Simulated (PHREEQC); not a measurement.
Model water analysis in mg/kgw, 20 °C, pH 2.39, pe 10.1:

```
constituent              mg/kgw
-----------------------  ------
Na                          203
K                           125
Ca                          186
Mg                         49.2
Cl                          169
S(6) as SO4                1420
O(0) (dissolved oxygen)    8.32
Mn(2)                      0.16
F                        0.0707
Cu(2)                     0.207
```

Cl is adjusted to close the charge balance.
Valence states are taken as typed.

The numbers come from PHREEQC with the ion-association model, phreeqc.dat.

No solid was allowed to form.

**Question.** Predict the ionic strength, specific conductance.

**Answer.** ionic strength 0.0403 mol/kgw; specific conductance 3550 µS/cm.

**Question.** In which forms is Cu present?

**Answer.** Cu+2 66 %, CuSO4 33 % of the Cu.
